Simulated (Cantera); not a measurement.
An adiabatic, constant-pressure homogeneous reactor starts with H₂ : O₂ : N₂ = 1 : 0.312 : 1.17 (molar parts), equivalence ratio 1.6, at 1023 K and 7.60 bar. Integrator tolerance rtol = 1e-08.

Computed with Cantera and the H2/O2 subset of GRI-Mech 3.0, which has no nitrogen chemistry. The hydrogen kinetics of GRI-Mech 3.0 are dated; newer H2 mechanisms differ, most at raised pressure.

**Question.** What does this change do: pressure from 7.60 bar to 0.530 bar?

**Answer.** 
| quantity | before | after |
|---|---|---|
| time of steepest temperature rise | 4.62 ms | 0.309 ms |
| temperature at 0.700 s | 2740 K | 2619 K |
| equilibrium temperature | 2740 K | 2619 K |
| x(H₂) at 0.700 s | 0.170 (gas-phase equilibrium 0.170) | 0.165 (gas-phase equilibrium 0.165) |
| x(O₂) at 0.700 s | 0.000108 (gas-phase equilibrium 0.000108) | 0.000552 (gas-phase equilibrium 0.000552) |
| x(HO₂) at 0.700 s | 2.41e-7 (gas-phase equilibrium 2.41e-7) | 3.14e-7 (gas-phase equilibrium 3.14e-7) |
| x(O) at 0.700 s | 0.000162 (gas-phase equilibrium 0.000162) | 0.000825 (gas-phase equilibrium 0.000825) |
| x(H) at 0.700 s | 0.00994 (gas-phase equilibrium 0.00994) | 0.0233 (gas-phase equilibrium 0.0233) |
| x(H₂O₂) at 0.700 s | 9.10e-8 (gas-phase equilibrium 9.10e-8) | 4.18e-8 (gas-phase equilibrium 4.18e-8) |

**Question.** What does this change do: H2 1 to 0.32 parts?

**Answer.** 
```
quantity                                                              before                                      after
---------------------------------  -----------------------------------------  -----------------------------------------
time of steepest temperature rise                                    4.62 ms                                    7.55 ms
temperature at 0.700 s                                                2740 K                                     2275 K
equilibrium temperature                                               2740 K                                     2275 K
x(H₂) at 0.700 s                         0.170 (gas-phase equilibrium 0.170)  0.000417 (gas-phase equilibrium 0.000417)
x(O₂) at 0.700 s                   0.000108 (gas-phase equilibrium 0.000108)      0.0913 (gas-phase equilibrium 0.0913)
x(HO₂) at 0.700 s                    2.41e-7 (gas-phase equilibrium 2.41e-7)    9.27e-6 (gas-phase equilibrium 9.27e-6)
x(O) at 0.700 s                    0.000162 (gas-phase equilibrium 0.000162)  0.000473 (gas-phase equilibrium 0.000473)
x(H) at 0.700 s                      0.00994 (gas-phase equilibrium 0.00994)    6.34e-5 (gas-phase equilibrium 6.34e-5)
x(H₂O₂) at 0.700 s                   9.10e-8 (gas-phase equilibrium 9.10e-8)    6.63e-7 (gas-phase equilibrium 6.63e-7)
```
